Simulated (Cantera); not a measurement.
A perfectly stirred reactor is fed with CH4 : O2 : N2 = 1 : 1.33 : 5.01 (molar parts), at 500000 Pa; it is adiabatic with a 425 K inlet, and is followed from long to short residence time, starting on the burning branch (τ in s: 0.03, 0.014, 0.0062, 0.0028, 0.0013, 0.00059, 0.00027, 0.00012, 5.5e-05).

Computed with Cantera and GRI-Mech 3.0 (53 species, 325 reactions).

### Question
Predict: blow-out, bracketed by the residence times tried; x(CH4) at τ = 30.0 ms; x(O2) at τ = 30.0 ms; x(CH2CO) at τ = 30.0 ms; x(CO) at τ = 30.0 ms; x(OH) at τ = 30.0 ms; x(CH4) at τ = 1.30 ms; x(O2) at τ = 1.30 ms; x(CH2CO) at τ = 1.30 ms; x(CO) at τ = 1.30 ms; x(OH) at τ = 1.30 ms.

### Answer
| Item | Value |
|---|---|
| blow-out, bracketed by the residence times tried | burning at 0.590 ms, out at 0.270 ms |
| x(CH4) at τ = 30.0 ms | 0.00257 |
| x(O2) at τ = 30.0 ms | 0.000304 |
| x(CH2CO) at τ = 30.0 ms | 5.84e-6 |
| x(CO) at τ = 30.0 ms | 0.0799 |
| x(OH) at τ = 30.0 ms | 5.80e-5 |
| x(CH4) at τ = 1.30 ms | 0.00764 |
| x(O2) at τ = 1.30 ms | 0.00448 |
| x(CH2CO) at τ = 1.30 ms | 7.82e-5 |
| x(CO) at τ = 1.30 ms | 0.0700 |
| x(OH) at τ = 1.30 ms | 0.000113 |
